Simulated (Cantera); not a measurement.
A closed system holds: 1 mol B₂H₆, 2.7 mol H₂O, 54 mol N₂, at 2.78 Torr.

Equilibrium computed with Cantera from the NASA thermochemical tables; the gas is ideal and each condensed phase is pure. Candidate condensed phases: B, BN, B₂O₃, B₃O₃H₃, H₂O; 39 gas species. The feed counts by its element totals alone. N₂ is the only nitrogen source here; it is nearly inert below about 1500 K, so the nitride shown seldom forms there in practice. Mutual solubility and eutectic melting of coexisting phases are not modelled. The numbers say what is thermodynamically allowed, not how fast it happens. All values below are at 1475 K.

Base state: N₂ 0.899, H₂ 0.0926, B₂O₃ 0.00348, HBO₂ 0.00332, HBO 0.00132, B₂O₂ 0.000150, H₂O 0.000109, H 6.49e-5 (mole fractions); condensed: BN(s) + B₂O₃(l).

What changes in the equilibrium state with this change: pressure from 2.78 Torr to 100 Torr?


```
species         before    after
------------  --------  -------
N₂               0.899    0.904
H₂              0.0926   0.0947
HBO₂           0.00332  0.00102
B₂O₃           0.00348  9.67e-5
B₂O₂          0.000150  1.25e-6
BO             2.50e-5  3.81e-7
BN(s), mol       0.238    0.232
B₂O₃(l), mol     0.524    0.844
```

What changes in the equilibrium state with this change: B₂H₆ replaced by BCl₃?


```csv
species,before,after
N₂,0.899,0.920
HCl,0,0.0505
HBO₂,0.00332,0.0156
H₂,0.0926,0.000273
H₂O,0.000109,0.0126
Cl,0,0.000528
B₂O₂,0.000150,<1e-9
BOCl,0,4.01e-5
"BN(s), mol",0.238,0
"B₂O₃(l), mol",0.524,0
```
The tables' values for BOCl are old estimates; treat these amounts as uncertain. Further candidate phases: NH₄Cl.

What changes in the equilibrium state with this change: pressure from 2.78 Torr to 0.113 Torr?


```json
[
 {"species": "N₂", "before": "0.899", "after": "0.889"},
 {"species": "H₂", "before": "0.0926", "after": "0.0900"},
 {"species": "B₂O₃", "before": "0.00348", "after": "0.00971"},
 {"species": "HBO", "before": "0.00132", "after": "0.00533"},
 {"species": "BO", "before": "2.50e-5", "after": "0.000509"},
 {"species": "B₂O₂", "before": "0.000150", "after": "0.00252"},
 {"species": "H₂O", "before": "0.000109", "after": "1.75e-5"},
 {"species": "BN(s), mol", "before": "0.238", "after": "0.0256"},
 {"species": "B₂O₃(l), mol", "before": "0.524", "after": "0"}
]
```
